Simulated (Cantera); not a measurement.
Cantera run:

```python
import numpy as np
import cantera as ct

gas_names = [...]  # 109 gases of nasa_gas.yaml made of C, Cl, H, Si
cond_names = """
    C(gr) C6H6(L) C7H8(L) C8H18(L),n-octa Si(cr) Si(L) SiC(b)
""".split()


# ... load() reads the species with a 1 bar reference pressure and builds the phases ...
atoms = {
    'SiHCl3': {'Si': 1, 'H': 1, 'CL': 3},
    'CH4': {'C': 1, 'H': 4},
    'H2': {'H': 2},
}
top_T = {'C(gr)': 4500, 'SiC(b)': 3050}  # K; cautious upper limits of use, not melting points


# ... equilibrate(T, P, feed) seeds the gas with the atoms and calls Mixture.equilibrate('TP', solver="vcs", rtol=1e-11, max_steps=5000) ...
results = []
feed = {'SiHCl3': 1, 'CH4': 1.1, 'H2': 1.2}  # mol
T = 1723.15  # K
P = 133.322  # Pa
mix = equilibrate(T, P, feed)
results.append((T, P, feed, dict(zip(mix.species_names, mix.species_moles))))
print(gas.report(threshold=0.0001))
for i in range(1, mix.n_phases):
    print(f"{mix.phase(i).name:16s} {mix.phase_moles(i):12.5e} mol")
```

Result:

```
       temperature   1723.2 K
          pressure   133.32 Pa
           density   0.00020411 kg/m^3
  mean mol. weight   21.934 kg/kmol
   phase of matter   gas

                          1 kg             1 kmol
                     ---------------   ---------------
          enthalpy       -1.7812e+05       -3.9068e+06  J
   internal energy       -8.3132e+05       -1.8234e+07  J
           entropy             12750        2.7965e+05  J/K
    Gibbs function       -2.2148e+07       -4.8579e+08  J
 heat capacity c_p            1581.2             34683  J/K
 heat capacity c_v            1202.2             26368  J/K

                      mass frac. Y      mole frac. X     chem. pot. / RT
                     ---------------   ---------------   ---------------
                CL          0.004467         0.0027638           -26.413
                 H        0.00015808         0.0034398           -13.192
               HCL           0.81566           0.49071           -39.605
                H2           0.04348           0.47305           -26.385
             SiCL2           0.13249          0.029358           -61.926
             SiCL3           0.00337        0.00054983           -88.339
     [ +103 minor]         0.0003728        0.00012469

C(gr)             2.61935e-01 mol
Si(L)             0.00000e+00 mol
SiC(b)            8.37596e-01 mol
```

These are equilibrium values from Cantera (NASA tables, ideal gas, pure condensed phases), not measurements of a reactor. The tables' values for SiCl3, SiCl are old estimates; treat these amounts as uncertain.
